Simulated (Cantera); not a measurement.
CH₃OH + NH₃ + H₂ + H₂O (carbon deposition, reforming and gasification)

A closed system holds: 1 mol CH₃OH, 0.028 mol NH₃, 1.7 mol H₂, 4.3 mol H₂O, held at 2.20 mbar.

These are equilibrium values from Cantera (NASA tables, ideal gas, pure condensed phases), not measurements of a reactor. Candidate condensed phases: C, C₆H₆, C₇H₈, C₈H₁₈, H₂O; 169 gas species. Ions and electrons are included (thermal ionisation). Kinetics and transport are ignored.

```tsv
T (°C)	x H	x H₂	x H₂O	x O	x CO	x OH	x O₂	x CO₂
2227	0.284	0.280	0.249	0.0348	0.0758	0.0523	0.0127	0.0109
2477	0.551	0.143	0.0495	0.125	0.0584	0.0513	0.0174	0.00295
2727	0.697	0.0428	0.00338	0.182	0.0497	0.0183	0.00569	0.000530
2977	0.737	0.0116	0.000206	0.196	0.0475	0.00518	0.00136	0.000107
3227	0.747	0.00352	1.65e-5	0.200	0.0470	0.00161	0.000361	2.66e-5
3477	0.750	0.00123	1.81e-6	0.200	0.0468	0.000576	0.000112	7.97e-6
3727	0.751	0.000488	2.58e-7	0.201	0.0467	0.000232	4.00e-5	2.78e-6
3977	0.751	0.000215	4.63e-8	0.201	0.0466	0.000104	1.61e-5	1.10e-6
4227	0.751	0.000104	1.00e-8	0.201	0.0461	5.08e-5	7.20e-6	4.77e-7
4477	0.749	5.37e-5	2.55e-9	0.203	0.0440	2.69e-5	3.54e-6	2.20e-7
4727	0.744	2.95e-5	7.51e-10	0.208	0.0376	1.53e-5	1.94e-6	9.93e-8
```
x: gas mole fraction; nothing condenses.

From 2227 °C to 4727 °C nothing is condensed. The main C-bearing gas is CO throughout.
